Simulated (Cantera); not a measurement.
## Counterflow diffusion flame

A counterflow diffusion flame at 100000 Pa, nozzles 20 mm apart: fuel side 35.2 % CH4, 1.51 % H2, 63.3 % N2 at 575 K, oxidiser side 27.0 % O2, 73.0 % N2 at 723 K, fuel mass flux 0.98 times the oxidiser's; mixture-averaged transport, no radiation.

Detailed kinetics in Cantera: GRI-Mech 3.0 (53 species, 325 reactions). GRI-Mech 3.0 has no aromatics or soot, which form on the fuel side of real flames. The maximum strain rate includes the flame's own expansion and is several times the mean.

```
oxidiser flux (kg/m²/s)  max strain (1/s)  mean strain (1/s)  T max (K)  peak x OH  peak x H  peak x NO  peak x CO  peak x C2H2
-----------------------  ----------------  -----------------  ---------  ---------  --------  ---------  ---------  -----------
0.6                                   444                122       2191     0.0109   0.00518   0.000354     0.0583      0.00901
0.77                                  560                157       2178     0.0108   0.00535   0.000325     0.0577      0.00868
0.98                                  703                199       2165     0.0108   0.00550   0.000295     0.0573      0.00836
1.3                                   918                264       2149     0.0106   0.00565   0.000260     0.0568      0.00795
1.6                                  1120                325       2138     0.0105   0.00577   0.000234     0.0566      0.00763
2.1                                  1450                427       2122     0.0104   0.00588   0.000200     0.0563      0.00716
2.6                                  1770                529       2107     0.0101   0.00593   0.000172     0.0561      0.00668
3.4                                  2290                692       2086    0.00980   0.00593   0.000137     0.0559      0.00600
4.3                                  2860                875       2064    0.00940   0.00585   0.000108     0.0559      0.00531
5.5                                  3620               1120       2037    0.00886   0.00566    7.85e-5     0.0558      0.00448
```
x: mole fraction; the columns are a selection and need not sum to one.
